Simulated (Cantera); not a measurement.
Charge: 1 mol Cu2O, 2.8 mol C, 0.98 mol N2, at 63.0 Pa.

Method: chemical equilibrium by Gibbs-energy minimisation in Cantera with the NASA 1993 tables (ideal gas, pure condensed phases). Candidate condensed phases: C, Cu, CuO, Cu2O; 27 gas species. The numbers say what is thermodynamically allowed, not how fast it happens.

x: gas mole fraction; n: condensed amount in mol.

| T (K) | x Cu | x CO | x N2 | x CN | x C3 | x Cu2 | x C | n C(graphite) | n Cu(l) |
|---|---|---|---|---|---|---|---|---|---|
| 1598 | 0.0613 | 0.474 | 0.465 | 2.12e-8 | <1e-12 | 4.34e-5 | <1e-12 | 1.80 | 1.87 |
| 1748 | ___ | 0.271 | 0.266 | ___ | ___ | ___ | ___ | 1.80 | ___ |
| 1898 | 0.502 | 0.251 | 0.246 | 2.74e-6 | 3.10e-9 | 0.000287 | 4.77e-9 | 1.80 | 0 |
| 2048 | 0.502 | 0.251 | 0.246 | 2.06e-5 | 1.39e-7 | 0.000116 | 1.33e-7 | 1.80 | 0 |
| 2198 | 0.502 | 0.251 | 0.246 | ___ | ___ | ___ | ___ | 1.80 | 0 |
| 2348 | 0.502 | 0.251 | 0.246 | 0.000530 | 6.33e-5 | 2.65e-5 | 2.85e-5 | 1.80 | 0 |
| 2498 | 0.501 | 0.251 | 0.245 | 0.00200 | 0.000765 | 1.43e-5 | 0.000257 | 1.78 | 0 |

Question: Some entries are withheld; supply them.

Answer: 
- 2198, x CN: 0.000117
- 2198, x C3: 3.68e-6
- 2198, x Cu2: 5.27e-5
- 2198, x C: 2.34e-6
- 1748, x Cu: 0.463
- 1748, x CN: 2.67e-7
- 1748, x C3: 3.54e-11
- 1748, x Cu2: 0.000703
- 1748, x C: 9.64e-11
- 1748, n Cu(l): 0.289
